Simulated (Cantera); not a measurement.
A closed system holds: 1 mol CaCO3, 0.01 mol C, 0.085 mol H2O, held at 10.0 mbar.

Method: chemical equilibrium by Gibbs-energy minimisation in Cantera with the NASA 1993 tables (ideal gas, pure condensed phases). Candidate condensed phases: C, C6H6, C7H8, C8H18, Ca, CaCO3, CaO, Ca(OH)2, H2O; 115 gas species. Equilibrium is a limit: real reactors are often held back by kinetics, nucleation or transport.

Problem. At 1148 K, list the 4 most abundant gas species with their mole fractions, and the condensed phases.

Solution. CO2 0.905, H2O 0.0764, CO 0.0170, H2 0.00122. Condensed: CaO(s).
